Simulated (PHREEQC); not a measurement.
Consider water at 32 °C with 1.1 mmol/kgw NaHSO4, 18 mmol/kgw Na2CO3 and 0.49 mmol/kgw KCl. Closed to the air; pH follows from the charge balance.

Computed with PHREEQC (ion-association model, phreeqc.dat).

| quantity | before | after |
|---|---|---|
| pH | 10.74 | 10.90 |
| ionic strength (mol/kgw) | 0.0451 | 0.0435 |
| Na+ (mol/kgw) | 0.0324 | 0.0313 |

Question: Which change was made?
(A) NaHSO4 replaced by NH4HSO4 at the same molality
(B) NaHSO4 replaced by KHSO4 at the same molality
(C) Na2CO3 left out
(D) NaHSO4 left out
(E) 0.0089 mol/kgw LiF added

Answer: D, NaHSO4 left out

Precipitation was switched off in this run.
